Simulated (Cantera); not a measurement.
A closed system holds: 1 mol Fe3O4, a varied amount of CO, held at 950 K and 0.630 bar.

Equilibrium computed with Cantera from the NASA thermochemical tables; the gas is ideal and each condensed phase is pure. Candidate condensed phases: C, Fe, Fe(CO)5, FeO, Fe2O3, Fe3O4; 15 gas species. The tables' stoichiometric FeO is somewhat more stable than real wüstite, so its field is too wide. FeO: taken at fixed stoichiometry. Equilibrium is a limit: real reactors are often held back by kinetics, nucleation or transport.

### Question
Which condensed phases are stable at each of these points (n(CO) (mol)): 1.7, 2.2, 2.8, 3.5, 4.4, 5.5, 7?

### Answer
| n(CO) (mol) | condensed phases | Fe condensed (%) |
|---|---|---|
| 1.7 | FeO(s) | 100.0 |
| 2.2 | FeO(s) | 100.0 |
| 2.8 | C(graphite) + FeO(s) | 100.0 |
| 3.5 | C(graphite) + FeO(s) | 100.0 |
| 4.4 | C(graphite) + FeO(s) | 100.0 |
| 5.5 | C(graphite) + FeO(s) | 100.0 |
| 7 | C(graphite) + FeO(s) | 100.0 |

From 1.7 mol CO to 2.2 mol CO the condensed part is FeO(s). From 2.8 mol CO to 7 mol CO the condensed part is C(graphite) + FeO(s).
